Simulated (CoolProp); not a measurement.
Vapour-liquid equilibrium of CHF3 (R23) (1) + R125 (2) at 182.1 K; x and y are mole fractions of (1).

The numbers come from the multi-fluid Helmholtz-energy mixture model, Penoncello 2003 and Lemmon 2005; pair parameters Bell 2016 in CoolProp.

Give the bubble pressure and the first vapour's composition at x = 0.35, 0.5, 0.8. Is there an azeotrope?

x = 0.35: 0.02529 MPa, y = 0.826; x = 0.5: 0.03319 MPa, y = 0.897; x = 0.8: 0.04825 MPa, y = 0.970. No azeotrope shows between x = 0.05 and 0.95.

The pair parameters rest on a limited set of measurements; away from them the model extrapolates. The gap from Raoult's law changes sign with composition, which may be real or a fault of the pair parameters; it wasn't checked against measurements.
